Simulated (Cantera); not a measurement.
An isothermal, constant-pressure homogeneous reactor starts with 98.7 % N2O, 1.28 % N2, at 1623 K and 240 Torr.

Detailed kinetics in Cantera: GRI-Mech 3.0 (53 species, 325 reactions). GRI-Mech 3.0 was tuned for natural gas; its chemistry of N2O as a main component is partial and can be far from experiment. The temperature is held fixed by assumption; the heat of reaction is taken as removed at once.

One state of this run: x N2O = 0.0233; x NO = 0.189; x NO2 = 0.000360; x O2 = 0.228; x O = 8.61e-5; x N2 = 0.560. x: mole fraction; the columns are a selection and need not sum to one.

**Question.** Which value of t (s) does it belong to?
A) 0.0548
B) 0.306
C) 5.59e-5
D) 300

**Answer.** A, 0.0548
